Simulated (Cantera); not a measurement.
Input: 1 mol C2H4, 28 mol H2, 6.8 mol N2, at 65.0 Pa.

These are equilibrium values from Cantera (NASA tables, ideal gas, pure condensed phases), not measurements of a reactor. Candidate condensed phases: C, C6H6, C7H8, C8H18; 110 gas species. Ions and electrons are included (thermal ionisation). The numbers say what is thermodynamically allowed, not how fast it happens. All values below are at 3000 K.

Base state: H 0.859, N2 0.0977, H2 0.0192, C 0.0126, CN 0.00646, C3 0.00203, HCN 0.00140, C2 0.00128 (mole fractions); condensed: gas only.

Problem. What changes in the equilibrium state with this change: pressure from 65.0 Pa to 23.0 mbar?

Solution. 
```
species            before     after
----------------  -------  --------
H                   0.859     0.560
H2                 0.0192     0.289
N2                 0.0977     0.120
C                  0.0126  0.000998
HCN               0.00140    0.0169
C4H2              2.12e-8   1.96e-5
C2H2 (acetylene)  3.13e-5   0.00369
```

Problem. What changes in the equilibrium state with this change: C2H4 replaced by C2H5OH?

Solution. 
```json
[
 {"species": "H", "before": "0.859", "after": "0.857"},
 {"species": "N2", "before": "0.0977", "after": "0.0959"},
 {"species": "H2", "before": "0.0192", "after": "0.0192"},
 {"species": "CO", "before": "0", "after": "0.0145"},
 {"species": "C", "before": "0.0126", "after": "0.00741"},
 {"species": "CN", "before": "0.00646", "after": "0.00376"},
 {"species": "C3", "before": "0.00203", "after": "0.000412"},
 {"species": "C2H2 (acetylene)", "before": "3.13e-5", "after": "1.08e-5"},
 {"species": "C2H", "before": "0.000240", "after": "8.28e-5"},
 {"species": "C2", "before": "0.00128", "after": "0.000440"}
]
```
Further candidate phases: H2O.
